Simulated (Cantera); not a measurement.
What does this Cantera script print?

```python
import numpy as np
import cantera as ct

gas = ct.Solution("gri30.yaml", transport_model="multicomponent")
show = ['H', 'CH4', 'NO']

rows = []
print(f"{'T/K':>7s}{'rho':>11s}{'cp':>10s}{'mu':>11s}{'lambda':>11s}{'Pr':>7s}" + "".join(f"{'D_' + s:>11s}" for s in show))
for T in [400, 550, 700, 850, 1000, 1150]:
    gas.TPX = T, 33, {'CH4': 0.29}
    Pr = gas.cp_mass * gas.viscosity / gas.thermal_conductivity
    D = [gas.mix_diff_coeffs_mole[gas.species_index(s)] for s in show]
    rows.append([gas.density, gas.cp_mass, gas.viscosity, gas.thermal_conductivity, Pr, *D])
    print(f"{T:7g}{gas.density:11.4e}{gas.cp_mass:10.1f}{gas.viscosity:11.4e}"
          f"{gas.thermal_conductivity:11.4e}{Pr:7.3f}" + "".join(f"{d:11.4e}" for d in D))
print("SI units: kg/m3, J/kg/K, Pa s, W/m/K, m2/s")
```

Output:

```
    T/K        rho        cp         mu     lambda     Pr        D_H      D_CH4       D_NO
    400 1.5919e-04    2526.4 1.4442e-05 5.0839e-02  0.718 5.7627e-01 0.0000e+00 1.1323e-01
    550 1.1577e-04    3093.1 1.8311e-05 7.8308e-02  0.723 1.0079e+00 0.0000e+00 1.9640e-01
    700 9.0964e-05    3655.8 2.1710e-05 1.0922e-01  0.727 1.5261e+00 0.0000e+00 2.9604e-01
    850 7.4911e-05    4143.2 2.4797e-05 1.4103e-01  0.728 2.1230e+00 0.0000e+00 4.1070e-01
   1000 6.3674e-05    4588.7 2.7658e-05 1.7396e-01  0.730 2.7929e+00 0.0000e+00 5.3935e-01
   1150 5.5369e-05    4962.1 3.0346e-05 2.0625e-01  0.730 3.5316e+00 0.0000e+00 6.8119e-01
SI units: kg/m3, J/kg/K, Pa s, W/m/K, m2/s
```

Computed with Cantera and GRI-Mech 3.0 (53 species, 325 reactions). The composition is frozen, though it would react at the higher temperatures.
